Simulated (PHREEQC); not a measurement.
Polishing slurry liquid (model solution)

Consider water at 90 °C with 1.9 mol NH3 and 0.036 mol K2SO4 per kg of water. Closed to the air; pH follows from the charge balance.

Model: ion-association model, wateq4f.dat, run in PHREEQC.

This is a speciation only: nothing precipitates in the calculation.

Task: Predict the pH, activity of water, ionic strength.

Result: pH 10.19; activity of water 0.966; ionic strength 0.0954 mol/kgw.

Task: In which forms is S present?

Result: SO4-2 72 %, KSO4- 26 %, NH4SO4- 2.1 % of the S.

At this temperature some constants are extrapolated from 25 °C, and those without enthalpy data are left unchanged.
